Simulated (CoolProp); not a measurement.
Ethanol along the isobar 25.8 MPa: fugacity coefficient from the reference equation and from simpler models built on Tc = 241.6 °C, pc = 6.268 MPa, ω = 0.644; each cubic takes its own stable root.

The numbers come from the reference Helmholtz-energy equation of state, Schroeder 2014 in CoolProp.

| T (°C) | phase | reference | Redlich-Kwong | Soave-Redlich-Kwong |
|---|---|---|---|---|
| -107.65 | liquid | ___ | ___ | 4.979e-11 |
| -90.05 | liquid | ___ | 3.239e-6 | 2.192e-9 |
| -72.35 | liquid | 1.076e-7 | ___ | 4.601e-8 |
| -54.65 | liquid | 9.564e-7 | 0.0001065 | 5.468e-7 |
| -36.95 | liquid | 5.958e-6 | 0.0003739 | 4.212e-6 |
| -19.25 | liquid | 2.807e-5 | 0.001051 | 2.315e-5 |
| -1.55 | liquid | 0.0001058 | 0.002486 | 9.740e-5 |
| 16.05 | liquid | ___ | 0.005116 | 0.0003285 |
| 33.75 | liquid | 0.0008920 | 0.009489 | ___ |
| 51.45 | liquid | 0.002125 | 0.01612 | 0.002311 |
| 69.15 | liquid | 0.004547 | 0.02547 | 0.005055 |
| 86.85 | liquid | ___ | 0.03792 | 0.009991 |
| 104.55 | liquid | 0.01601 | 0.05370 | ___ |

Problem. Complete the blanks.

Solution. 
- -107.65, reference: 2.992e-10
- -107.65, Redlich-Kwong: 2.720e-7
- -90.05, reference: 7.638e-9
- -72.35, Redlich-Kwong: 2.264e-5
- 16.05, reference: 0.0003301
- 33.75, Soave-Redlich-Kwong: 0.0009366
- 86.85, reference: 0.008877
- 104.55, Soave-Redlich-Kwong: 0.01812
